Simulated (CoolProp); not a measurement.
R507A at several states: Z from the reference equation and from simpler models built on Tc = 343.8 K, pc = 3.705 MPa, ω = 0.286; each cubic takes its own stable root.

Model: reference Helmholtz-energy equation of state, Lemmon 2003, in CoolProp. It is a pseudo-pure fit of the blend.

```json
[
 {"T (K)": "337.1", "p (MPa)": "0.0956", "phase": "gas", "reference": "0.9899", "van der Waals": "0.9919", "Redlich-Kwong": "0.9906", "Soave-Redlich-Kwong": "0.9905", "Peng-Robinson": "0.9895"},
 {"T (K)": "309.7", "p (MPa)": "7.76", "phase": "liquid", "reference": "0.2805", "van der Waals": "[?]", "Redlich-Kwong": "0.3358", "Soave-Redlich-Kwong": "0.3260", "Peng-Robinson": "[?]"},
 {"T (K)": "412.1", "p (MPa)": "0.0251", "phase": "gas", "reference": "0.9987", "van der Waals": "0.9987", "Redlich-Kwong": "0.9986", "Soave-Redlich-Kwong": "0.9988", "Peng-Robinson": "0.9986"},
 {"T (K)": "277.2", "p (MPa)": "0.23", "phase": "gas", "reference": "[?]", "van der Waals": "[?]", "Redlich-Kwong": "[?]", "Soave-Redlich-Kwong": "[?]", "Peng-Robinson": "0.9535"},
 {"T (K)": "392.9", "p (MPa)": "0.145", "phase": "gas", "reference": "0.9911", "van der Waals": "0.9916", "Redlich-Kwong": "0.9909", "Soave-Redlich-Kwong": "0.9917", "Peng-Robinson": "0.9904"},
 {"T (K)": "227.2", "p (MPa)": "0.298", "phase": "liquid", "reference": "[?]", "van der Waals": "0.9333", "Redlich-Kwong": "0.01413", "Soave-Redlich-Kwong": "0.01356", "Peng-Robinson": "0.01200"}
]
```

Question: Some entries are withheld; supply them.

Answer: 
- 309.7, van der Waals: 0.4438
- 309.7, Peng-Robinson: 0.2898
- 277.2, reference: 0.9498
- 277.2, van der Waals: 0.9684
- 277.2, Redlich-Kwong: 0.9600
- 277.2, Soave-Redlich-Kwong: 0.9564
- 227.2, reference: 0.01186

At some of these states van der Waals gives the other phase, because its saturation line lies elsewhere.
